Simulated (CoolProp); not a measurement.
Vapour-liquid equilibrium of n-octane (1) + ethylbenzene (2) at 0.503 MPa; x and y are mole fractions of (1).

The numbers come from the multi-fluid Helmholtz-energy mixture model, Beckmüller 2019 and Zhou 2012; pair parameters Bell 2016 in CoolProp.

```csv
x,bubble temperature (K),y at the bubble point,dew temperature at overall composition x (K),liquid density (mol/L)
0.05,480.0,0.068,480.3,6.321
0.2,476.7,0.250,477.6,6.011
0.35,474.2,0.408,475.1,5.722
0.5,472.2,0.550,472.8,5.455
0.65,470.6,0.685,471.0,5.208
0.8,469.4,0.818,469.5,4.979
0.95,468.5,0.953,468.5,4.767
```

No azeotrope shows between x = 0.05 and 0.95.

The pair parameters rest on a limited set of measurements; away from them the model extrapolates.
